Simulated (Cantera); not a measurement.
An isothermal, constant-pressure homogeneous reactor starts with 94.2 % N₂O, 5.84 % H₂O, at 1098 K and 1.10 bar.

Detailed kinetics in Cantera: GRI-Mech 3.0 (53 species, 325 reactions). GRI-Mech 3.0 was tuned for natural gas; its chemistry of N2O as a main component is partial and can be far from experiment. The mechanism lacks the step 2 NO + O2 → 2 NO2, which can matter for NO2 below about 1400 K. The temperature is held fixed by assumption; the heat of reaction is taken as removed at once.

x: mole fraction; the columns are a selection and need not sum to one.

| t (s) | x N₂O | x H₂O | x H₂O₂ | x H₂ | x H | x O₂ |
|---|---|---|---|---|---|---|
| 3.00e-6 | 0.942 | 0.0584 | <1e-12 | <1e-12 | <1e-12 | 2.03e-8 |
| 1.08e-5 | 0.942 | 0.0584 | <1e-12 | <1e-12 | <1e-12 | 1.99e-7 |
| 3.90e-5 | 0.942 | 0.0584 | <1e-12 | <1e-12 | 7.28e-12 | 1.26e-6 |
| 0.000140 | 0.942 | 0.0584 | 1.57e-11 | 2.29e-11 | 3.13e-11 | 5.38e-6 |
| 0.000506 | 0.942 | 0.0584 | 1.10e-9 | 3.76e-10 | 1.05e-10 | 2.03e-5 |
| 0.00182 | 0.941 | 0.0584 | 5.86e-8 | 3.77e-9 | 2.28e-10 | 7.50e-5 |
| 0.00658 | 0.941 | 0.0584 | 1.25e-7 | 1.83e-8 | 2.76e-10 | 0.000277 |
| 0.0237 | 0.938 | 0.0583 | ? | ? | 2.81e-10 | ? |
| 0.0854 | 0.930 | 0.0582 | 4.33e-8 | 2.24e-8 | 2.45e-10 | 0.00361 |
| 0.308 | 0.901 | 0.0576 | 3.36e-8 | 1.04e-8 | 1.99e-10 | 0.0127 |
| 1.11 | 0.809 | 0.0558 | 3.51e-8 | 6.48e-9 | 1.64e-10 | 0.0424 |
| 4.00 | ? | ? | ? | ? | 1.19e-10 | ? |

Question: Some entries are withheld; supply them.

Answer: 
- 0.0237, x H₂O₂: 6.95e-8
- 0.0237, x H₂: 3.70e-8
- 0.0237, x O₂: 0.00101
- 4.00, x N₂O: 0.574
- 4.00, x H₂O: 0.0511
- 4.00, x H₂O₂: 3.11e-8
- 4.00, x H₂: 4.38e-9
- 4.00, x O₂: 0.119
